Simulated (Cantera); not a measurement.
Stirred combustor or abatement burner

A perfectly stirred reactor is fed with C3H8 : O2 : N2 = 1 : 2.94 : 11.1 (molar parts), equivalence ratio 1.7, at 5.00 bar; it is adiabatic with a 400 K inlet, and is followed from long to short residence time, starting on the burning branch (τ in s: 0.091, 0.034, 0.012, 0.0046, 0.0017, 0.00063, 0.00023, 8.6e-05, 3.2e-05).

Computed with Cantera and GRI-Mech 3.0 (53 species, 325 reactions). GRI-Mech 3.0 was tuned for natural gas; its chemistry of propane as a main component is partial and can be far from experiment.

```json
[
 {"τ (s)": "0.091", "T (K)": "1919", "x C3H8": "7.81e-7", "x O2": "0.000175", "x H2O": "0.130", "x C2H6": "1.34e-6", "x H": "0.000152"},
 {"τ (s)": "0.034", "T (K)": "1925", "x C3H8": "1.94e-6", "x O2": "0.000403", "x H2O": "0.134", "x C2H6": "3.30e-6", "x H": "0.000173"},
 {"τ (s)": "0.012", "T (K)": "1927", "x C3H8": "5.10e-6", "x O2": "0.000918", "x H2O": "0.138", "x C2H6": "7.87e-6", "x H": "0.000209"},
 {"τ (s)": "0.0046", "T (K)": "1922", "x C3H8": "1.25e-5", "x O2": "0.00187", "x H2O": "0.140", "x C2H6": "1.69e-5", "x H": "0.000258"},
 {"τ (s)": "0.0017", "T (K)": "1903", "x C3H8": "3.30e-5", "x O2": "0.00379", "x H2O": "0.142", "x C2H6": "3.75e-5", "x H": "0.000327"},
 {"τ (s)": "0.00063", "T (K)": "1859", "x C3H8": "9.62e-5", "x O2": "0.00793", "x H2O": "0.141", "x C2H6": "9.16e-5", "x H": "0.000392"},
 {"τ (s)": "0.00023", "T (K)": "1693", "x C3H8": "0.000607", "x O2": "0.0242", "x H2O": "0.129", "x C2H6": "0.000441", "x H": "0.000286"},
 {"τ (s)": "8.6e-5", "T (K)": "400", "x C3H8": "0.0665", "x O2": "0.195", "x H2O": "<1e-12", "x C2H6": "<1e-12", "x H": "<1e-12"},
 {"τ (s)": "3.2e-5", "T (K)": "400", "x C3H8": "0.0665", "x O2": "0.195", "x H2O": "<1e-12", "x C2H6": "<1e-12", "x H": "<1e-12"}
]
```
x: mole fraction; the columns are a selection and need not sum to one.
